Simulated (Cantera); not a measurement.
Input (Python, Cantera):

```python
import numpy as np
import cantera as ct

gas = ct.Solution("gri30.yaml")
gas.TPX = 2075, 1200, {'NO': 1, 'N2': 3.7}
reactor = ct.IdealGasConstPressureReactor(gas, energy="off", clone=False)
net = ct.ReactorNet([reactor])
net.rtol, net.atol = 1e-08, 1e-18
show = ['NO', 'N2O', 'N2', 'NO2', 'O2', 'O']
times = np.geomspace(3e-06, 10, 14)

steps = ct.SolutionArray(gas, extra=["t"])
rows = []
print(f"{'t/s':>10s}{'T/K':>9s}{'P/Pa':>11s}" + "".join(f"{s:>11s}" for s in show))
for t in times:
    while net.time < t:
        t_next = net.step()
        steps.append(gas.state, t=t_next)
    rows.append([np.interp(t, steps.t, y) for y in (steps.T, steps.P, *steps(*show).X.T)])
    print(f"{t:10.3e}{rows[-1][0]:9.1f}{rows[-1][1]:11.4g}" + "".join(f"{x:11.3e}" for x in rows[-1][2:]))
rate = np.gradient(steps.T, steps.t)
print("integrator steps:", len(steps.t))
if steps.T.max() > steps.T[0] + 200:
    print(f"time of steepest temperature rise: {steps.t[rate.argmax()]:.4e} s")
gas.TPX = 2075, 1200, {'NO': 1, 'N2': 3.7}
gas.equilibrate("TP")
print(f"equilibrium (TP): T = {gas.T:.1f} K  " + "  ".join(f"{s} {gas[s].X[0]:.3e}" for s in show))
```

Result:

```
       t/s      T/K       P/Pa         NO        N2O         N2        NO2         O2          O
 3.000e-06   2075.0       1200  2.128e-01  3.200e-09  7.872e-01  1.106e-14  2.640e-14  3.200e-09
 9.525e-06   2075.0       1200  2.128e-01  1.016e-08  7.872e-01  1.112e-13  2.655e-13  1.016e-08
 3.024e-05   2075.0       1200  2.128e-01  3.224e-08  7.872e-01  1.118e-12  2.675e-12  3.228e-08
 9.603e-05   2075.0       1200  2.128e-01  1.022e-07  7.872e-01  1.120e-11  2.700e-11  1.027e-07
 3.049e-04   2075.0       1200  2.128e-01  3.229e-07  7.872e-01  1.112e-10  2.739e-10  3.275e-07
 9.681e-04   2075.0       1200  2.128e-01  1.009e-06  7.872e-01  1.056e-09  2.785e-09  1.055e-06
 3.074e-03   2075.0       1200  2.128e-01  3.048e-06  7.872e-01  8.996e-09  2.894e-08  3.500e-06
 9.760e-03   2075.0       1200  2.127e-01  8.308e-06  7.872e-01  6.027e-08  3.184e-07  1.244e-05
 3.099e-02   2075.0       1200  2.127e-01  1.711e-05  7.872e-01  3.008e-07  3.862e-06  4.835e-05
 9.839e-02   2075.0       1200  2.124e-01  2.112e-05  7.873e-01  1.120e-06  4.837e-05  1.797e-04
 3.124e-01   2075.0       1200  2.111e-01  1.911e-05  7.878e-01  2.780e-06  5.154e-04  5.165e-04
 9.919e-01   2075.0       1200  2.041e-01  1.588e-05  7.911e-01  5.047e-06  3.777e-03  9.787e-04
 3.149e+00   2075.0       1200  1.735e-01  9.972e-06  8.061e-01  8.528e-06  1.873e-02  1.629e-03
 1.000e+01   2075.0       1200  7.901e-02  1.707e-06  8.529e-01  7.337e-06  6.534e-02  2.762e-03
integrator steps: 600
equilibrium (TP): T = 2075.0 K  NO 6.909e-03  N2O 4.496e-08  N2 8.886e-01  NO2 8.010e-07  O2 1.010e-01  O 3.402e-03
```

Detailed kinetics in Cantera: GRI-Mech 3.0 (53 species, 325 reactions). Radical loss at walls, strong at low pressure, is not modelled.
